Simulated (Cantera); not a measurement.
**Hydrocarbon pyrolysis for carbon deposition**

A perfectly stirred reactor is fed with 1.14 % C2H4, 98.9 % H2, at 6.30 Torr; it is held at 1673 K, and followed from long to short residence time.

Detailed kinetics in Cantera: GRI-Mech 3.0 (53 species, 325 reactions). GRI-Mech 3.0 was tuned for natural gas; its chemistry of ethylene as a main component is partial and can be far from experiment. GRI-Mech 3.0 stops at C3 and has no aromatics, soot or wall deposition, so with more carbon than oxygen in the feed, carbon stays in small species such as C2H2 where larger ones or solid carbon would form. Radical loss at walls, strong at low pressure, is not modelled.

```tsv
τ (s)	x C2H4	x H2	x C2H2	x C2H6	x C2H	x H	x CH2
27	9.33e-6	0.988	0.0112	8.17e-11	5.31e-8	0.000956	4.10e-10
5.7	3.92e-5	0.988	0.0112	2.76e-10	2.51e-8	0.000452	4.33e-11
1.2	0.000368	0.989	0.0109	1.24e-9	7.21e-9	0.000134	3.92e-11
0.25	0.00236	0.989	0.00890	3.13e-9	1.79e-9	4.07e-5	7.40e-11
0.052	0.00696	0.989	0.00436	3.79e-9	2.55e-10	1.18e-5	6.32e-11
0.011	0.0101	0.989	0.00123	2.67e-9	1.70e-11	2.79e-6	2.15e-11
0.0023	0.0111	0.989	0.000277	1.52e-9	<1e-12	5.92e-7	4.83e-12
0.00048	0.0113	0.989	5.86e-5	5.33e-10	<1e-12	1.22e-7	<1e-12
```
x: mole fraction; the columns are a selection and need not sum to one.
